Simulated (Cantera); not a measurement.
Feed: 1 mol SiC, 0.0057 mol C, a varied amount of N2, at 2300 K and 51.0 Pa.

These are equilibrium values from Cantera (NASA tables, ideal gas, pure condensed phases), not measurements of a reactor. Candidate condensed phases: C, Si, SiC, Si3N4; 20 gas species. The numbers say what is thermodynamically allowed, not how fast it happens.

What share of the Si ends up in condensed phases as a function of n(N2) (mol), at 0.75, 0.92, 1.1, 1.4, 1.7, 2.1, 2.6, 3.2, 3.9?


```
n(N2) (mol)  Si condensed (%)      as
-----------  ----------------  ------
0.75                     62.0  SiC(s)
0.92                     53.4  SiC(s)
1.1                      44.3  SiC(s)
1.4                      29.1  SiC(s)
1.7                      13.9  SiC(s)
2.1                       0.0       -
2.6                       0.0       -
3.2                       0.0       -
3.9                       0.0       -
```
